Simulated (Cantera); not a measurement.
A Cantera script and what it prints.

```python
import numpy as np
import cantera as ct

gas_names = """
    CL CL2 H HCL H2 Si SiCL SiCL2 SiCL3 SiCL4 SiH SiHCL3 SiH2 SiH2CL2 SiH3 SiH3CL SiH4 Si2 Si3
""".split()
cond_names = """
    Si(cr) Si(L)
""".split()


def load(file, names, dense=False):
    # The tables refer to 1 bar. Condensed volumes are neglected.
    table = {s.name: s for s in ct.Species.list_from_file(file)}
    out = []
    for n in names:
        d = dict(table[n].input_data)
        d["thermo"] = dict(d["thermo"], **{"reference-pressure": 1e5})
        if dense:
            d["equation-of-state"] = {"model": "constant-volume", "density": "1e6 g/cm^3"}
        out.append(ct.Species.from_dict(d))
    return out


gas = ct.Solution(thermo="ideal-gas", species=load("nasa_gas.yaml", gas_names))
cond = {s.name: ct.Solution(thermo="fixed-stoichiometry", species=[s], name=s.name)
        for s in load("nasa_condensed.yaml", cond_names, dense=True)}
atoms = {
    'SiH4': {'Si': 1, 'H': 4},
    'HCl': {'H': 1, 'CL': 1},
    'H2': {'H': 2},
}
top_T = {}  # K; cautious upper limits of use, not melting points


def equilibrate(T, P, feed):
    n = {}
    for name, mol in feed.items():
        for a, k in atoms[name].items():
            n[a] = n.get(a, 0.0) + k * mol
    gas.TPX = T, P, n
    mass = sum(n.values()) * gas.mean_molecular_weight
    gas.equilibrate("TP")
    valid = [c for c in cond.values() if c.min_temp <= T <= top_T.get(c.name, c.max_temp)]
    mix = ct.Mixture([(gas, mass / gas.mean_molecular_weight)] + [(c, 0.0) for c in valid])
    mix.T, mix.P = T, P
    mix.equilibrate("TP", solver="vcs", rtol=1e-11, max_steps=5000)
    return mix


results = []
feed = {'SiH4': 1, 'HCl': 0.23, 'H2': 28}  # mol
T = 1673.15  # K
P = 7000  # Pa
mix = equilibrate(T, P, feed)
results.append((T, P, feed, dict(zip(mix.species_names, mix.species_moles))))
print(gas.report(threshold=1e-05))
for i in range(1, mix.n_phases):
    print(f"{mix.phase(i).name:16s} {mix.phase_moles(i):12.5e} mol")
```

It prints:

```
       temperature   1673.2 K
          pressure   7000 Pa
           density   0.001149 kg/m^3
  mean mol. weight   2.2835 kg/kmol
   phase of matter   gas

                          1 kg             1 kmol
                     ---------------   ---------------
          enthalpy        1.8134e+07        4.1409e+07  J
   internal energy        1.2042e+07        2.7498e+07  J
           entropy             89959        2.0542e+05  J/K
    Gibbs function       -1.3238e+08       -3.0229e+08  J
 heat capacity c_p             14471             33043  J/K
 heat capacity c_v             10829             24729  J/K

                      mass frac. Y      mole frac. X     chem. pot. / RT
                     ---------------   ---------------   ---------------
                 H        0.00018953        0.00042936           -10.797
               HCL            0.1153         0.0072215           -39.963
                H2           0.87591           0.99213           -21.594
             SiCL2          0.008212        0.00018944           -63.194
              SiH2        0.00014428        1.0945e-05           -26.455
     [  +14 minor]        0.00024198        1.4118e-05

Si(cr)            9.93587e-01 mol
```

These are equilibrium values from Cantera (NASA tables, ideal gas, pure condensed phases), not measurements of a reactor. Gases not in the tables: Si2H6 and higher silanes.
